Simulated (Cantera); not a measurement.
# Hydrocarbon pyrolysis for carbon deposition

A perfectly stirred reactor is fed with C2H6 : N2 = 1 : 2.6 (molar parts), at 0.00207 atm; it is held at 1650 K, and followed from long to short residence time.

Model: GRI-Mech 3.0 (53 species, 325 reactions), integrated in Cantera. GRI-Mech 3.0 stops at C3 and has no aromatics, soot or wall deposition, so with more carbon than oxygen in the feed, carbon stays in small species such as C2H2 where larger ones or solid carbon would form. Radical loss at walls, strong at low pressure, is not modelled.

```json
[
 {"τ (s)": "0.80", "x C2H6": "0.000590", "x C2H2": "0.158", "x C2H4": "0.00340", "x CH2": "9.60e-6", "x CH3": "0.00438", "x HCN": "8.16e-6"},
 {"τ (s)": "0.34", "x C2H6": "0.00134", "x C2H2": "0.149", "x C2H4": "0.00691", "x CH2": "1.35e-5", "x CH3": "0.00665", "x HCN": "5.21e-6"},
 {"τ (s)": "0.15", "x C2H6": "0.00293", "x C2H2": "0.137", "x C2H4": "0.0131", "x CH2": "1.84e-5", "x CH3": "0.00984", "x HCN": "3.41e-6"},
 {"τ (s)": "0.063", "x C2H6": "0.00672", "x C2H2": "0.118", "x C2H4": "0.0245", "x CH2": "2.57e-5", "x CH3": "0.0148", "x HCN": "2.19e-6"},
 {"τ (s)": "0.027", "x C2H6": "0.0151", "x C2H2": "0.0935", "x C2H4": "0.0412", "x CH2": "3.51e-5", "x CH3": "0.0217", "x HCN": "1.44e-6"},
 {"τ (s)": "0.012", "x C2H6": "0.0321", "x C2H2": "0.0641", "x C2H4": "0.0599", "x CH2": "4.61e-5", "x CH3": "0.0306", "x HCN": "9.56e-7"},
 {"τ (s)": "0.0049", "x C2H6": "0.0708", "x C2H2": "0.0312", "x C2H4": "0.0713", "x CH2": "5.66e-5", "x CH3": "0.0407", "x HCN": "5.73e-7"},
 {"τ (s)": "0.0021", "x C2H6": "0.133", "x C2H2": "0.00942", "x C2H4": "0.0578", "x CH2": "5.62e-5", "x CH3": "0.0440", "x HCN": "3.05e-7"}
]
```
x: mole fraction; the columns are a selection and need not sum to one.
